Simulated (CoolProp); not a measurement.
A single-stage vapour-compression cycle with the fluid: evaporating at 327.15 K (dew point), condensing at 385.15 K (bubble point), superheat 5 K, subcooling 0 K, compressor efficiency 0.9, no pressure losses. The same conditions are run with several fluids, on thermodynamics alone (safety and materials aside).

Model: reference Helmholtz-energy equation of state of each fluid (vinyl chloride: Thol 2022; R236EA: Rui 2013; isohexane: Lemmon 2006; R113: Marx 1992; tetrahydrofuran: Fiedler 2023; R123: Younglove 1994), in CoolProp.

| fluid | cooling COP | pressure ratio | discharge temperature (K) | refrigerating effect (kJ/kg) | volumetric capacity (kJ/m³) |
|---|---|---|---|---|---|
| vinyl chloride | 3.65 | 3.33 | 410.9 | 197 | 4390 |
| R236EA | 2.71 | … | 385.1 | 60.6 | 1950 |
| isohexane | 3.54 | 4.96 | 385.2 | … | 510 |
| R113 | 3.72 | … | 385.2 | 88.6 | … |
| tetrahydrofuran | 4.23 | … | … | 317 | 572 |
| R123 | 3.66 | 4.24 | 385.1 | 98.0 | 1400 |

### Question
What belongs in the gaps?

### Answer

- R236EA, pressure ratio: 3.96
- isohexane, refrigerating effect (kJ/kg): 189
- R113, pressure ratio: 4.60
- R113, volumetric capacity (kJ/m³): 786
- tetrahydrofuran, pressure ratio: 5.44
- tetrahydrofuran, discharge temperature (K): 393.8

The compression ends wet for: R236EA; isohexane; R113; R123.
